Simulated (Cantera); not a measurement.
What does this Cantera script print?

```python
import numpy as np
import cantera as ct

gas = ct.Solution("gri30.yaml")
gas.TPX = 1725, 800000, {'H2': 1, 'O2': 0.521, 'N2': 2.76, 'CO2': 0.044}
reactor = ct.IdealGasReactor(gas, energy="on", clone=False)
net = ct.ReactorNet([reactor])
net.rtol, net.atol = 1e-08, 1e-16
show = ['H2', 'O2', 'HO2', 'H', 'H2O2', 'NO', 'NO2']
times = np.geomspace(7e-06, 3, 13)

steps = ct.SolutionArray(gas, extra=["t"])
rows = []
print(f"{'t/s':>10s}{'T/K':>9s}{'P/Pa':>11s}" + "".join(f"{s:>11s}" for s in show))
for t in times:
    while net.time < t:
        t_next = net.step()
        steps.append(gas.state, t=t_next)
    rows.append([np.interp(t, steps.t, y) for y in (steps.T, steps.P, *steps(*show).X.T)])
    print(f"{t:10.3e}{rows[-1][0]:9.1f}{rows[-1][1]:11.4g}" + "".join(f"{x:11.3e}" for x in rows[-1][2:]))
rate = np.gradient(steps.T, steps.t)
print("integrator steps:", len(steps.t))
if steps.T.max() > steps.T[0] + 200:
    print(f"time of steepest temperature rise: {steps.t[rate.argmax()]:.4e} s")
gas.TPX = 1725, 800000, {'H2': 1, 'O2': 0.521, 'N2': 2.76, 'CO2': 0.044}
gas.equilibrate("UV")
print(f"equilibrium (UV): T = {gas.T:.1f} K  " + "  ".join(f"{s} {gas[s].X[0]:.3e}" for s in show))
```

Result:

```
       t/s      T/K       P/Pa         H2         O2        HO2          H       H2O2         NO        NO2
 7.000e-06   3104.3  1.319e+06  2.926e-02  1.542e-02  1.964e-05  1.037e-02  1.861e-06  1.361e-03  7.192e-07
 2.063e-05   3101.1  1.317e+06  2.960e-02  1.437e-02  1.846e-05  1.019e-02  1.792e-06  4.439e-03  2.270e-06
 6.078e-05   3091.1  1.313e+06  3.042e-02  1.278e-02  1.660e-05  1.005e-02  1.662e-06  9.500e-03  4.606e-06
 1.791e-04   3086.3   1.31e+06  3.084e-02  1.207e-02  1.576e-05  9.985e-03  1.602e-06  1.183e-02  5.588e-06
 5.278e-04   3086.2   1.31e+06  3.085e-02  1.205e-02  1.573e-05  9.983e-03  1.601e-06  1.190e-02  5.616e-06
 1.555e-03   3086.2   1.31e+06  3.085e-02  1.205e-02  1.573e-05  9.983e-03  1.601e-06  1.190e-02  5.616e-06
 4.583e-03   3086.2   1.31e+06  3.085e-02  1.205e-02  1.573e-05  9.983e-03  1.601e-06  1.190e-02  5.616e-06
 1.350e-02   3086.2   1.31e+06  3.085e-02  1.205e-02  1.573e-05  9.983e-03  1.601e-06  1.190e-02  5.616e-06
 3.979e-02   3086.2   1.31e+06  3.085e-02  1.205e-02  1.573e-05  9.983e-03  1.601e-06  1.190e-02  5.616e-06
 1.173e-01   3086.2   1.31e+06  3.085e-02  1.205e-02  1.573e-05  9.983e-03  1.601e-06  1.190e-02  5.616e-06
 3.455e-01   3086.2   1.31e+06  3.085e-02  1.205e-02  1.573e-05  9.983e-03  1.601e-06  1.190e-02  5.616e-06
 1.018e+00   3086.2   1.31e+06  3.085e-02  1.205e-02  1.573e-05  9.983e-03  1.601e-06  1.190e-02  5.616e-06
 3.000e+00   3086.2   1.31e+06  3.085e-02  1.205e-02  1.573e-05  9.983e-03  1.601e-06  1.190e-02  5.616e-06
integrator steps: 1151
time of steepest temperature rise: 1.1167e-06 s
equilibrium (UV): T = 3086.2 K  H2 3.085e-02  O2 1.205e-02  HO2 1.573e-05  H 9.983e-03  H2O2 1.601e-06  NO 1.190e-02  NO2 5.616e-06
```

Cantera simulation using GRI-Mech 3.0 (53 species, 325 reactions); the numbers are that mechanism's predictions, not measurements. The hydrogen kinetics of GRI-Mech 3.0 are dated; newer H2 mechanisms differ, most at raised pressure. Above 3000 K some thermodynamic fits are extrapolated.
